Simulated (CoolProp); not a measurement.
Vapour-liquid equilibrium of CHF3 (R23) (1) + C2F6 (R116) (2) at 0.866 MPa; x and y are mole fractions of (1).

Model: multi-fluid Helmholtz-energy mixture model, Penoncello 2003 and Lemmon 2006; pair parameters Bell 2016, in CoolProp.

| x | bubble temperature (K) | y at the bubble point | dew temperature at overall composition x (K) | liquid density (mol/L) |
|---|---|---|---|---|
| 0.05 | 243.6 | 0.126 | 245.7 | 9.988 |
| 0.2 | 237.5 | 0.354 | 241.6 | 10.83 |
| 0.35 | 234.8 | 0.475 | 237.6 | 11.70 |
| 0.5 | 233.7 | 0.557 | 234.4 | 12.71 |
| 0.65 | 233.5 | 0.633 | 233.5 | 13.94 |
| 0.8 | 234.2 | 0.731 | 235.2 | 15.42 |
| 0.95 | 237.0 | 0.905 | 237.8 | 17.14 |

y crosses x between x = 0.5 and 0.65: the model has an azeotrope there.

Pair parameters are fitted to limited data, so mixtures are less certain than the pure fluids.
